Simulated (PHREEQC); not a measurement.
## Polishing slurry liquid: speciation

Make-up at 25 °C: 1.4 mmol/kgw HNO3 and 13 mmol/kgw KH2PO4. Closed to the air; pH follows from the charge balance.

Computed with PHREEQC (ion-association model, phreeqc.dat).

Each row changes one thing in this solution. Precipitation was switched off in this run.

```json
[
 {"case": "as made", "pH": "3.29", "ionic strength (mol/kgw)": "0.0136", "H2PO4- (mol/kgw)": "0.0122", "H3PO4 (mol/kgw)": "0.000828", "HPO4-2 (mol/kgw)": "2.06e-6"},
 {"case": "temperature from 25 to 5 °C", "pH": "3.23", "ionic strength (mol/kgw)": "0.0137", "H2PO4- (mol/kgw)": "0.0123", "H3PO4 (mol/kgw)": "0.000744", "HPO4-2 (mol/kgw)": "1.59e-6"},
 {"case": "0.00054 mol/kgw Ca(OH)2 added", "pH": "3.92", "ionic strength (mol/kgw)": "0.0146", "H2PO4- (mol/kgw)": "0.0127", "H3PO4 (mol/kgw)": "0.000198", "HPO4-2 (mol/kgw)": "9.44e-6"},
 {"case": "KH2PO4 replaced by H3PO4 at the same molality", "pH": "2.13", "ionic strength (mol/kgw)": "0.00796", "H2PO4- (mol/kgw)": "0.00656", "H3PO4 (mol/kgw)": "0.00645", "HPO4-2 (mol/kgw)": "7.32e-8"},
 {"case": "temperature from 25 to 30 °C", "pH": "3.30", "ionic strength (mol/kgw)": "0.0136", "H2PO4- (mol/kgw)": "0.0121", "H3PO4 (mol/kgw)": "0.000846", "HPO4-2 (mol/kgw)": "2.19e-6"}
]
```

At this temperature some constants are extrapolated from 25 °C, and those without enthalpy data are left unchanged.
